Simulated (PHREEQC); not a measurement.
HF is added in steps, without added water, to 1 kg of water holding 0.0048 mol CsOH, 0.0011 mol H3BO3 and 0.059 mol K3PO4, at 20 °C. O2 is buffered at 0.21 atm. No CO2 enters from the air. Nothing may precipitate in this run.

Base run: PHREEQC, ion-association model, wateq4f.dat. Each further column changes one thing. The table gives pH.

```tsv
HF added (mol)	base	all activity coefficients set to 1	Davies equation for every ion	metal-ligand complexes left out	Debye-Hückel limiting law
0	12.22	12.63	12.28	12.21	11.86
0.02	11.86	12.40	11.93	11.84	11.30
0.06	10.39	11.05	10.43	10.35	9.85
0.08	7.20	7.52	7.22	7.23	6.91
0.12	5.66	5.92	5.67	5.69	5.46
0.14	4.10	4.25	4.12	4.10	4.04
0.18	3.51	3.67	3.53	3.51	3.46
0.2	3.38	3.53	3.40	3.38	3.32
0.24	3.20	3.35	3.22	3.20	3.14
0.26	3.13	3.28	3.15	3.13	3.07
0.3	3.02	3.17	3.04	3.02	2.96
0.32	2.97	3.13	2.99	2.97	2.92
```

wateq4f.dat counts part of the HF as a dimer, H2F2, which phreeqc.dat doesn't know; its constant is uncertain. H3PO4, which wateq4f.dat lacks, is added to it with the constant of phreeqc.dat. Real BF4- forms and hydrolyses slowly; the run takes it at equilibrium.
